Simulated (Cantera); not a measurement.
A Cantera script and what it prints.

```python
import numpy as np
import cantera as ct

gas_names = """
    Cr CrN CrO CrO2 CrO3 H HNO HNO2 HNO3 HO2 H2 H2O H2O2 N NH NH2 NH3 NH2OH NO NO2 NO3 N2 N2H2 N2H4 N2O
    O OH O2 O3
""".split()
cond_names = """
    Cr(cr) Cr(L) CrN(s) Cr2N(s) Cr2O3(s) Cr2O3(L) H2O(s) H2O(L)
""".split()


def load(file, names, dense=False):
    # The tables refer to 1 bar. Condensed volumes are neglected.
    table = {s.name: s for s in ct.Species.list_from_file(file)}
    out = []
    for n in names:
        d = dict(table[n].input_data)
        d["thermo"] = dict(d["thermo"], **{"reference-pressure": 1e5})
        if dense:
            d["equation-of-state"] = {"model": "constant-volume", "density": "1e6 g/cm^3"}
        out.append(ct.Species.from_dict(d))
    return out


gas = ct.Solution(thermo="ideal-gas", species=load("nasa_gas.yaml", gas_names))
cond = {s.name: ct.Solution(thermo="fixed-stoichiometry", species=[s], name=s.name)
        for s in load("nasa_condensed.yaml", cond_names, dense=True)}
atoms = {
    'Cr2O3': {'Cr': 2, 'O': 3},
    'H2': {'H': 2},
    'N2': {'N': 2},
}
top_T = {'CrN(s)': 1900, 'Cr2N(s)': 1900}  # K; cautious upper limits of use, not melting points


def equilibrate(T, P, feed):
    n = {}
    for name, mol in feed.items():
        for a, k in atoms[name].items():
            n[a] = n.get(a, 0.0) + k * mol
    gas.TPX = T, P, n
    mass = sum(n.values()) * gas.mean_molecular_weight
    gas.equilibrate("TP")
    valid = [c for c in cond.values() if c.min_temp <= T <= top_T.get(c.name, c.max_temp)]
    mix = ct.Mixture([(gas, mass / gas.mean_molecular_weight)] + [(c, 0.0) for c in valid])
    mix.T, mix.P = T, P
    mix.equilibrate("TP", solver="vcs", rtol=1e-11, max_steps=5000)
    return mix


results = []
feed = {'Cr2O3': 1, 'H2': 36, 'N2': 32}  # mol
P = 13332.2  # Pa
for T in [1798, 1873, 1948, 2023, 2098, 2173, 2248]:
    mix = equilibrate(T, P, feed)
    results.append((T, P, feed, dict(zip(mix.species_names, mix.species_moles))))

top = {s: max(r[3][s] / sum(r[3][g] for g in gas_names) for r in results) for s in gas_names}
cols = sorted((s for s in top if top[s] > 0.0001), key=lambda s: -top[s])[:5]
seen = [c for c in cond_names if any(r[3].get(c, 0) > 1e-12 for r in results)]
print("log10 of partial pressures in bar; condensed amounts in mol")
print(f"{'T/K':>10s}" + "".join(f"{s[:9]:>10s}" for s in cols + seen))
for T, P, feed, n in results:
    ng = sum(n[g] for g in gas_names)
    print(f"{T:10.4g}" + "".join(f"{np.log10(max(n[s] / ng * P / 1e5, 1e-99)):10.3f}" for s in cols)
          + "".join(f"{n.get(c, 0):10.4g}" for c in seen))
```

Result:

```
log10 of partial pressures in bar; condensed amounts in mol
       T/K        H2        N2       H2O        Cr         H    Cr(cr)  Cr2O3(s)
      1798    -1.155    -1.203    -3.347    -4.045    -4.031    0.1069    0.9234
      1873    -1.157    -1.204    -3.205    -3.606    -3.769   0.08568    0.8934
      1948    -1.160    -1.205    -3.055    -3.232    -3.527         0    0.8485
      2023    -1.166    -1.206    -2.835    -3.013    -3.304         0    0.7464
      2098    -1.175    -1.209    -2.633    -2.813    -3.099         0    0.5909
      2173    -1.189    -1.213    -2.449    -2.630    -2.911         0    0.3604
      2248    -1.208    -1.218    -2.281    -2.465    -2.738         0   0.02582
```

Method: chemical equilibrium by Gibbs-energy minimisation in Cantera with the NASA 1993 tables (ideal gas, pure condensed phases). Mutual solubility and eutectic melting of coexisting phases are not modelled.
